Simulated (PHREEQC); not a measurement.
# Brine

Dissolve 0.0013 mol/kgw MgCl2, 0.1 mol/kgw KCl and 0.088 mol/kgw NaCl at 25 °C. Closed to the air; pH follows from the charge balance.

All values are PHREEQC results (ion-association model, phreeqc.dat), not measurements.

The ionic strength comes out as 0.192 mol/kgw and the activity of water is 0.994. The specific conductance comes out as 20900 µS/cm. The density is 1.005 g/cm³.

| species | molality | activity | log γ |
|---|---|---|---|
| Cl- | 0.191 | 0.137 | -0.143 |
| K+ | 0.100 | 0.0715 | -0.146 |
| Na+ | 0.0880 | 0.0660 | -0.125 |
| Mg+2 | 0.00130 | 0.000450 | -0.460 |
| H+ | 1.43e-7 | 1.14e-7 | -0.097 |
| OH- | 1.24e-7 | 8.82e-8 | -0.149 |
| MgOH+ | 1.86e-8 | 1.42e-8 | -0.115 |

Precipitation was switched off in this run. Complexes and solids missing from the database can't appear.
